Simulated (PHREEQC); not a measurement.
Acid mine or pickling water: speciation

A made-up water analysis in mg/L, 75 °C, pH 4.13, pe 10.8: Na 24.3; K 57.9; Ca 52.9; Mg 40.4; Cl 36; S(6) as SO4 372; Zn 0.138; B 0.0943.

Valence states are taken as typed.

Equilibrium calculation in PHREEQC: ion-association model, phreeqc.dat.

```
Quantity                      Result
--------------------  --------------
ionic strength        0.0114 mol/kgw
specific conductance      1920 µS/cm
total alkalinity       -0.133 meq/kg
charge-balance error          -0.9 %
```

```csv
species,molality,activity,log γ
SO4-2,0.00277,0.00173,-0.204
K+,0.00145,0.00128,-0.053
Na+,0.00105,0.000929,-0.052
Ca+2,0.00104,0.000655,-0.202
Cl-,0.00102,0.000899,-0.053
Mg+2,0.000938,0.000594,-0.199
MgSO4,0.000724,0.000726,0.001
CaSO4,0.000277,0.000278,0.001
H+,8.23e-5,7.41e-5,-0.045
HSO4-,5.01e-5,4.44e-5,-0.052
KSO4-,3.69e-5,3.28e-5,-0.050
```

This is a speciation only: nothing precipitates in the calculation. Constants without temperature data keep their 25 °C values here.
